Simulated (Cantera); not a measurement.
Input: 1 mol SiH4, 3.9 mol NH3, 8.6 mol N2, held at 1198.15 K and 5.40 mbar.

Cantera equilibrium calculation (NASA polynomials, part measured and part estimated; ideal gas, pure solids and liquids). Candidate condensed phases: Si, Si3N4; 18 gas species. The numbers say what is thermodynamically allowed, not how fast it happens.

Base state: N2 0.557, H2 0.443 (mole fractions); condensed: Si3N4(s).

What changes in the equilibrium state with this change: 1.5 mol O2 added?


```json
[
 {"species": "N2", "before": "0.557", "after": "0.573"},
 {"species": "H2", "before": "0.443", "after": "0.372"},
 {"species": "H2O", "before": "0", "after": "0.0543"},
 {"species": "Si3N4(s), mol", "before": "0.333", "after": "0"},
 {"species": "SiO2(β-quartz), mol", "before": "0", "after": "1.00"}
]
```
The tables hold silica as quartz up to 1696 K and as liquid above; real silica turns to tridymite and cristobalite and melts near 1996 K. Further candidate phases: H2O, SiO2, Si2N2O.
